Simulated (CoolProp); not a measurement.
Properties of toluene at several states.

The numbers come from the reference Helmholtz-energy equation of state, Lemmon 2006 in CoolProp. It is a short technical equation, of lower accuracy than the large ones.

```
T (K)  p (MPa)   phase  density (kg/m³)  cv (kJ/(kg K))  speed of sound (m/s)  conductivity (mW/(m K))  fugacity coefficient
-----  -------  ------  ---------------  --------------  --------------------  -----------------------  --------------------
372.5     2.52  liquid            793.7           1.495                  1021                      111               0.03068
474.6    0.473     gas            12.21           1.716                   [?]                     26.7                0.9130
564     0.0257     gas           0.5063           1.947                 230.2                      [?]                0.9973
486.1    0.196     gas              [?]           1.730                 208.2                     28.1                0.9667
```

**Question.** Fill in the missing entries.

**Answer.** 
- 474.6, speed of sound (m/s): 194.0
- 564, conductivity (mW/(m K)): 36.9
- 486.1, density (kg/m³): 4.627

Thermal conductivity comes from a separate model (Assael 2012).
